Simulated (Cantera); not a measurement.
What does this Cantera script print?

```python
import numpy as np
import cantera as ct

gas = ct.Solution("gri30.yaml")
gas.TPX = 1850, 100000, {'C2H6': 1, 'N2': 61}
reactor = ct.IdealGasConstPressureReactor(gas, energy="off", clone=False)
net = ct.ReactorNet([reactor])
net.rtol, net.atol = 1e-08, 1e-18
show = ['C2H6', 'CH3', 'C2H2', 'C2H', 'H', 'C2H4', 'H2']
times = np.geomspace(2e-06, 10, 10)

steps = ct.SolutionArray(gas, extra=["t"])
rows = []
print(f"{'t/s':>10s}{'T/K':>9s}{'P/Pa':>11s}" + "".join(f"{s:>11s}" for s in show))
for t in times:
    while net.time < t:
        t_next = net.step()
        steps.append(gas.state, t=t_next)
    rows.append([np.interp(t, steps.t, y) for y in (steps.T, steps.P, *steps(*show).X.T)])
    print(f"{t:10.3e}{rows[-1][0]:9.1f}{rows[-1][1]:11.4g}" + "".join(f"{x:11.3e}" for x in rows[-1][2:]))
rate = np.gradient(steps.T, steps.t)
print("integrator steps:", len(steps.t))
if steps.T.max() > steps.T[0] + 200:
    print(f"time of steepest temperature rise: {steps.t[rate.argmax()]:.4e} s")
gas.TPX = 1850, 100000, {'C2H6': 1, 'N2': 61}
gas.equilibrate("TP")
print(f"equilibrium (TP): T = {gas.T:.1f} K  " + "  ".join(f"{s} {gas[s].X[0]:.3e}" for s in show))
```

It prints:

```
       t/s      T/K       P/Pa       C2H6        CH3       C2H2        C2H          H       C2H4         H2
 2.000e-06   1850.0      1e+05  1.444e-02  2.910e-03  1.109e-07  3.041e-12  5.204e-05  9.202e-05  8.031e-05
 1.110e-05   1850.0      1e+05  6.008e-03  6.600e-03  5.914e-04  5.295e-07  5.573e-04  4.921e-03  5.526e-03
 6.162e-05   1850.0      1e+05  9.385e-05  1.190e-03  9.572e-03  1.834e-06  3.696e-04  3.573e-03  2.078e-02
 3.420e-04   1850.0      1e+05  5.358e-06  2.783e-04  1.344e-02  6.106e-07  1.078e-04  3.606e-04  2.550e-02
 1.898e-03   1850.0      1e+05  1.860e-06  1.622e-04  1.414e-02  4.564e-07  8.088e-05  4.207e-05  2.693e-02
 1.054e-02   1850.0      1e+05  4.366e-07  7.924e-05  1.491e-02  4.843e-07  8.814e-05  1.514e-05  2.916e-02
 5.848e-02   1850.0      1e+05  2.692e-08  1.979e-05  1.543e-02  5.074e-07  9.393e-05  8.326e-06  3.069e-02
 3.246e-01   1850.0      1e+05  1.083e-09  3.880e-06  1.556e-02  5.138e-07  9.553e-05  8.040e-06  3.109e-02
 1.802e+00   1850.0      1e+05  2.235e-10  1.577e-06  1.557e-02  5.144e-07  9.573e-05  8.046e-06  3.114e-02
 1.000e+01   1850.0      1e+05  2.164e-10  1.544e-06  1.555e-02  5.135e-07  9.573e-05  8.030e-06  3.114e-02
integrator steps: 1392
equilibrium (TP): T = 1850.0 K  C2H6 3.191e-11  CH3 6.061e-07  C2H2 1.972e-03  C2H 6.511e-08  H 9.582e-05  C2H4 1.020e-06  H2 3.118e-02
```

Computed with Cantera and GRI-Mech 3.0 (53 species, 325 reactions). GRI-Mech 3.0 stops at C3 and has no aromatics, soot or wall deposition, so with more carbon than oxygen in the feed, carbon stays in small species such as C2H2 where larger ones or solid carbon would form.
